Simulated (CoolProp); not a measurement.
Vapour-liquid equilibrium of isohexane (1) + n-hexane (2) at 1.29 MPa; x and y are mole fractions of (1).

Values from CoolProp's multi-fluid Helmholtz-energy mixture model, Lemmon 2006 and Thol 2019; pair parameters Bell 2016.

| x | bubble temperature, mixture model (K) | bubble temperature, Raoult's law (K) | y, mixture model | y, Raoult's law |
|---|---|---|---|---|
| 0.05 | 452.1 | 452.1 | 0.056 | 0.058 |
| 0.15 | 451.0 | 451.1 | 0.165 | 0.172 |
| 0.25 | 449.9 | 450.1 | 0.272 | 0.282 |
| 0.35 | 448.9 | 449.1 | 0.376 | 0.388 |
| 0.45 | 447.9 | 448.1 | 0.478 | 0.491 |
| 0.55 | 446.9 | 447.2 | 0.577 | 0.591 |
| 0.65 | 446.0 | 446.2 | 0.674 | 0.687 |
| 0.75 | 445.1 | 445.3 | 0.769 | 0.780 |
| 0.85 | 444.2 | 444.3 | 0.862 | 0.870 |
| 0.95 | 443.4 | 443.4 | 0.954 | 0.957 |

The largest gap from Raoult's law is -0.3 K in bubble temperature, at x = 0.55. No azeotrope shows between x = 0.05 and 0.95.

The pair parameters rest on a limited set of measurements; away from them the model extrapolates.
